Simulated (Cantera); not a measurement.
Input: 1 mol CH₃SiH₃, 880 mol H₂, equilibrated at 255 Torr.

Cantera equilibrium calculation (NASA polynomials, part measured and part estimated; ideal gas, pure solids and liquids). Candidate condensed phases: C, C₆H₆, C₇H₈, C₈H₁₈, Si, SiC; 87 gas species. The feed counts by its element totals alone. Gases not in the tables: Si₂H₆ and higher silanes. Rates play no part.

Task: At 1925 K, list the 4 most abundant gas species with their mole fractions, and the condensed phases.

Result: H₂ 0.998, H 0.00164, CH₄ 2.46e-5, SiH₂ 2.02e-5. Condensed: SiC(s).
